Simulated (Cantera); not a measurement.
Input: 1 mol B, 4.7 mol O2, at 1750 K and 0.000760 bar.

Equilibrium computed with Cantera from the NASA thermochemical tables; the gas is ideal and each condensed phase is pure. Candidate condensed phases: B, B2O3; 10 gas species. Equilibrium is a limit: real reactors are often held back by kinetics, nucleation or transport.

Base state: O2 0.876, B2O3 0.101, BO2 0.0206, O 0.00254, BO 1.45e-5 (mole fractions); condensed: gas only.

Question: What changes in the equilibrium state with this change: B replaced by BF3?

Answer: 
| species | before | after |
|---|---|---|
| O2 | 0.876 | 0.815 |
| BF3 | 0 | 0.170 |
| F | 0 | 0.00858 |
| B2O3 | 0.101 | <1e-9 |
| BO2 | 0.0206 | 9.16e-8 |
| BOF | 0 | 0.00427 |
| BOF2 | 0 | 3.11e-5 |
| BO | 1.45e-5 | <1e-9 |
| O | 0.00254 | 0.00245 |
